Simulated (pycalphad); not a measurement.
An equivalent pycalphad script:

```python
from pycalphad import Database, equilibrium, calculate, variables as v
import numpy as np
db = Database('COST507.tdb')
comps = ['SI', 'AL', 'VA']
phases = ['DIAMOND_A4', 'FCC_A1', 'LIQUID']
eq = equilibrium(db, comps, phases, {v.X('AL'): 0.9, v.T: np.arange(2350, 499, -50), v.P: 101325, v.N: 1}, output=['HM', 'SM'])
```

CALPHAD calculation (pycalphad, COST 507 light-alloy database (1999)), 1 atm. These are 1990s assessments: newer ones move some temperatures and phases. Phase fractions are per mole of atoms.

Results at three of the temperatures:

```
T = 2300.00 K, P = 101325 Pa, N = 1 mol of atoms
G = -162239 J/mol, H = 74150 J/mol, S = 102.78 J/(mol K)  (SER reference)
chemical potentials (J/mol): Si -182179, Al -160024
phase             fraction      x(Si)      x(Al)
LIQUID              1.0000     0.1000     0.9000
```

```
T = 2150.00 K, P = 101325 Pa, N = 1 mol of atoms
G = -146979 J/mol, H = 69456 J/mol, S = 100.67 J/(mol K)  (SER reference)
chemical potentials (J/mol): Si -164394, Al -145044
phase             fraction      x(Si)      x(Al)
LIQUID              1.0000     0.1000     0.9000
```

```
T = 1900.00 K, P = 101325 Pa, N = 1 mol of atoms
G = -122286 J/mol, H = 61633 J/mol, S = 96.80 J/(mol K)  (SER reference)
chemical potentials (J/mol): Si -135396, Al -120829
phase             fraction      x(Si)      x(Al)
LIQUID              1.0000     0.1000     0.9000
```

Changes of the phase set, refined by bisection:

```
T (K)  phases above        phases below
-----  ------------  ------------------
866.1        liquid        fcc + liquid
850.1  fcc + liquid  diamond (Si) + fcc
```
